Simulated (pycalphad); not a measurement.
An equivalent pycalphad script:

```python
from pycalphad import Database, equilibrium, calculate, variables as v
import numpy as np
db = Database('COST507.tdb')
comps = ['MG', 'SI', 'VA']
phases = ['DIAMOND_A4', 'HCP_A3', 'LIQUID', 'MG2SI']
eq = equilibrium(db, comps, phases, {v.X('SI'): 0.2258, v.T: np.arange(1650, 349, -25), v.P: 101325, v.N: 1}, output=['HM', 'SM'])
```

Computed with pycalphad from the COST 507 light-alloy database (1999), at 1 atm. No gas phase is included, though pure Mg would boil below 1377 °C. The database dates from 1999; later assessments differ in places, in temperatures and in the compounds included. Phase fractions are per mole of atoms. Kinetics are ignored, which matters at the lower temperatures.

Results at three of the temperatures:

```
T = 1250.00 K, P = 101325 Pa, N = 1 mol of atoms
G = -72359 J/mol, H = 22369 J/mol, S = 75.78 J/(mol K)  (SER reference)
chemical potentials (J/mol): Mg -69892, Si -80819
phase             fraction      x(Mg)      x(Si)
LIQUID              0.6297     0.8374     0.1626
MG2SI               0.3703     0.6667     0.3333
```

```
T = 825.00 K, P = 101325 Pa, N = 1 mol of atoms
G = -45219 J/mol, H = -1340 J/mol, S = 53.19 J/(mol K)  (SER reference)
chemical potentials (J/mol): Mg -35261, Si -79360
phase             fraction      x(Mg)      x(Si)
MG2SI               0.6774     0.6667     0.3333
HCP_A3              0.3226     1.0000   6.01e-06
```

```
T = 500.00 K, P = 101325 Pa, N = 1 mol of atoms
G = -29918 J/mol, H = -9891 J/mol, S = 40.06 J/(mol K)  (SER reference)
chemical potentials (J/mol): Mg -17789, Si -71506
phase             fraction      x(Mg)      x(Si)
MG2SI               0.6774     0.6667     0.3333
HCP_A3              0.3226     1.0000   4.66e-11
```

Changes of the phase set, refined by bisection:

```
T (°C)    phases above    phases below
------  --------------  --------------
1036.4          liquid  liquid + MG2SI
638.7   liquid + MG2SI     hcp + MG2SI
```

Database names, with the compositions (at.%) that they take in these runs: MG2SI: Mg 67 Si 33. HCP_A3 is hcp.
